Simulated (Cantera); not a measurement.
Input: 1 mol CO2, 2.2 mol O2, 11 mol N2, at 3375 K.

These are equilibrium values from Cantera (NASA tables, ideal gas, pure condensed phases), not measurements of a reactor. Candidate condensed phases: C; 24 gas species. The numbers say what is thermodynamically allowed, not how fast it happens.

### Question
At 0.400 bar, list the 5 most abundant gas species with their mole fractions, and the condensed phases.

### Answer
N2 0.676, O 0.151, O2 0.0718, CO 0.0548, NO 0.0387. Condensed: gas only.
